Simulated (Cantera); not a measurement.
A Cantera script and what it prints.

```python
import numpy as np
import cantera as ct

gas_names = """
    H HNO HNO2 HNO3 HO2 H2 H2O H2O2 N NH NH2 NH3 NH2OH NO NO2 NO3 N2 N2H2 N2H4 N2O O OH O2 O3 Si SiH
    SiH2 SiH3 SiH4 SiN SiO SiO2 Si2 Si2N Si3
""".split()
cond_names = """
    H2O(s) H2O(L) Si(cr) Si(L) SiO2(Lqz) SiO2(hqz) SiO2(L) Si2N2O(s) Si3N4(a)
""".split()


# ... load() reads the species with a 1 bar reference pressure and builds the phases ...
atoms = {
    'Si3N4': {'Si': 3, 'N': 4},
    'O2': {'O': 2},
    'H2': {'H': 2},
}
top_T = {'Si2N2O(s)': 2100, 'Si3N4(a)': 2400}  # K; cautious upper limits of use, not melting points


# ... equilibrate(T, P, feed) seeds the gas with the atoms and calls Mixture.equilibrate('TP', solver="vcs", rtol=1e-11, max_steps=5000) ...
results = []
T = 1323  # K
P = 0.23  # Pa
for m in [0.0028, 0.0062, 0.014, 0.031, 0.069, 0.15, 0.35, 0.77, 1.7]:
    feed = {'Si3N4': 1, 'O2': m, 'H2': 630}  # mol
    mix = equilibrate(T, P, feed)
    results.append((T, P, feed, dict(zip(mix.species_names, mix.species_moles))))

top = {s: max(r[3][s] / sum(r[3][g] for g in gas_names) for r in results) for s in gas_names}
cols = sorted((s for s in top if top[s] > 1e-05), key=lambda s: -top[s])[:9]
seen = [c for c in cond_names if any(r[3].get(c, 0) > 1e-12 for r in results)]
print("log10 of partial pressures in bar; condensed amounts in mol")
print(f"{'n(O2)':>10s}" + "".join(f"{s[:9]:>10s}" for s in cols + seen))
for T, P, feed, n in results:
    ng = sum(n[g] for g in gas_names)
    print(f"{feed['O2']:10.4g}" + "".join(f"{np.log10(max(n[s] / ng * P / 1e5, 1e-99)):10.3f}" for s in cols)
          + "".join(f"{n.get(c, 0):10.4g}" for c in seen))
```

Result:

```
log10 of partial pressures in bar; condensed amounts in mol
     n(O2)        H2       SiO        N2         H       H2O        Si    Si(cr) SiO2(hqz)
    0.0028    -5.640   -10.691    -8.138    -8.620   -17.870   -10.052      2.97         0
    0.0062    -5.640   -10.346    -8.138    -8.620   -17.525   -10.052     2.963         0
     0.014    -5.640    -9.992    -8.138    -8.620   -17.171   -10.052     2.947         0
     0.031    -5.640    -9.647    -8.138    -8.620   -16.826   -10.052     2.913         0
     0.069    -5.640    -9.299    -8.138    -8.620   -16.478   -10.052     2.837         0
      0.15    -5.640    -8.962    -8.138    -8.620   -16.141   -10.052     2.675         0
      0.35    -5.641    -8.595    -8.139    -8.620   -15.774   -10.052     2.275         0
      0.77    -5.641    -8.253    -8.139    -8.620   -15.433   -10.052     1.435         0
       1.7    -5.642    -7.978    -8.140    -8.621    -8.960   -16.252         0   0.09715
```

Equilibrium computed with Cantera from the NASA thermochemical tables; the gas is ideal and each condensed phase is pure. The tables hold silica as quartz up to 1696 K and as liquid above; real silica turns to tridymite and cristobalite and melts near 1996 K.
